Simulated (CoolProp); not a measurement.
Vapour-liquid equilibrium of CH2F2 (R32) (1) + dimethyl ether (2) at 1.75 MPa; x and y are mole fractions of (1).

The numbers come from the multi-fluid Helmholtz-energy mixture model, Tillner-Roth 1997 and Wu 2011; pair parameters Bell 2016 in CoolProp.

```
x      bubble temperature, mixture model (°C)  bubble temperature, Raoult's law (°C)  y, mixture model  y, Raoult's law
-----  --------------------------------------  -------------------------------------  ----------------  ---------------
0.05                                     65.7                                   64.8             0.090            0.125
0.125                                    61.6                                   59.8             0.216            0.280
0.2                                      57.6                                   55.4             0.331            0.406
0.275                                    53.7                                   51.4             0.435            0.510
0.35                                     49.9                                   47.8             0.527            0.597
0.425                                    46.4                                   44.6             0.608            0.672
0.5                                      43.1                                   41.6             0.680            0.735
0.575                                    40.0                                   38.8             0.743            0.791
0.65                                     37.2                                   36.2             0.799            0.839
0.725                                       …                                   33.8             0.849            0.881
0.8                                         …                                   31.6             0.895            0.919
0.875                                       …                                   29.5             0.936            0.952
0.95                                     27.7                                   27.6             0.975            0.982
```

Q: What belongs in the gaps?

A: 
- 0.725, bubble temperature, mixture model (°C): 34.6
- 0.8, bubble temperature, mixture model (°C): 32.1
- 0.875, bubble temperature, mixture model (°C): 29.8

The largest gap from Raoult's law is +2.3 K in bubble temperature, at x = 0.275. No azeotrope shows between x = 0.05 and 0.95.

The pair parameters rest on a limited set of measurements; away from them the model extrapolates.
